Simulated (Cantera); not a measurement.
SiH2Cl2 + N2 (silicon nitride deposition)

Feed: 1 mol SiH2Cl2, 100 mol N2, at 7.50 Torr.

Cantera equilibrium calculation (NASA polynomials, part measured and part estimated; ideal gas, pure solids and liquids). Candidate condensed phases: NH4Cl, Si, Si3N4; 28 gas species. The tables' values for SiCl, SiCl3, SiN are old estimates; treat these amounts as uncertain. Rates play no part.

| T (K) | log p N2 | log p HCl | log p H2 | log p SiCl2 | log p Si | log p H | n Si3N4(s) | n Si(l) |
|---|---|---|---|---|---|---|---|---|
| 1623 | -2.01 | -4.08 | -4.25 | -4.26 | -7.70 | -6.29 | 0.144 | 0 |
| 1673 | -2.01 | -4.15 | -4.20 | -4.21 | -7.04 | -6.05 | 0.121 | 0 |
| 1723 | -2.01 | -4.23 | -4.17 | -4.17 | -6.42 | -5.82 | 0.0997 | 0 |
| 1773 | -2.01 | -4.31 | -4.14 | -4.14 | -5.83 | -5.62 | 0.0778 | 0 |
| 1823 | -2.01 | -4.37 | -4.13 | -4.13 | -5.35 | -5.43 | 0 | 0.167 |
| 1873 | -2.01 | -4.36 | -4.14 | -4.14 | -5.05 | -5.26 | 0 | 0.118 |
| 1923 | -2.01 | -4.35 | -4.14 | -4.14 | -4.77 | -5.10 | 0 | 0.0264 |
log p: log10 of the partial pressure in bar; n: condensed amount in mol.

From 1623 K to 1773 K the condensed part is Si3N4(s). From 1823 K to 1923 K the condensed part is Si(l). The main Si-bearing gas is SiCl2 throughout. The share of Si in condensed phases is highest at 1623 K (43.2 %) and lowest at 1923 K (2.6 %).
